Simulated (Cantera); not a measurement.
**Pyrogenic steam for wet oxidation**

An isothermal, constant-pressure homogeneous reactor starts with 12.5 % H2, 2.10 % O2, 85.4 % N2, equivalence ratio 3.0, at 1025 K and 97.5 Torr.

Detailed kinetics in Cantera: the H2/O2 subset of GRI-Mech 3.0, which has no nitrogen chemistry. Radical loss at walls, strong at low pressure, is not modelled. The temperature is held fixed by assumption; the heat of reaction is taken as removed at once.

| t (s) | x H2 | x O2 | x HO2 | x O | x OH | x H2O | x H2O2 |
|---|---|---|---|---|---|---|---|
| 0.000300 | 0.125 | 0.0210 | 1.52e-10 | 8.38e-12 | 2.97e-12 | 9.75e-11 | <1e-12 |
| 0.00147 | 0.125 | 0.0210 | 1.88e-9 | 6.20e-10 | 2.17e-10 | 1.72e-8 | 1.40e-11 |
| 0.00721 | 0.0702 | 0.000485 | 5.88e-8 | 8.06e-5 | 6.27e-5 | 0.0412 | 8.22e-10 |
| 0.0353 | 0.0821 | 1.19e-7 | 1.52e-11 | 4.08e-7 | 6.29e-6 | 0.0428 | 5.18e-11 |
| 0.173 | 0.0841 | 4.18e-9 | <1e-12 | 1.45e-8 | 1.19e-6 | 0.0429 | 9.54e-12 |
| 0.849 | 0.0845 | 1.74e-10 | <1e-12 | 5.86e-10 | 2.39e-7 | 0.0429 | 1.84e-12 |
| 4.16 | 0.0845 | 8.32e-12 | <1e-12 | 2.42e-11 | 4.86e-8 | 0.0430 | <1e-12 |
| 20.4 | 0.0846 | <1e-12 | <1e-12 | 1.01e-12 | 9.90e-9 | 0.0430 | <1e-12 |
| 100 | 0.0846 | <1e-12 | <1e-12 | <1e-12 | 2.02e-9 | 0.0430 | <1e-12 |
x: mole fraction; the columns are a selection and need not sum to one.

Equilibrium at this temperature and pressure: H2 0.0846, O2 <1e-12, HO2 <1e-12, O <1e-12, OH 4.80e-12, H2O 0.0430, H2O2 <1e-12 (gas phase only).
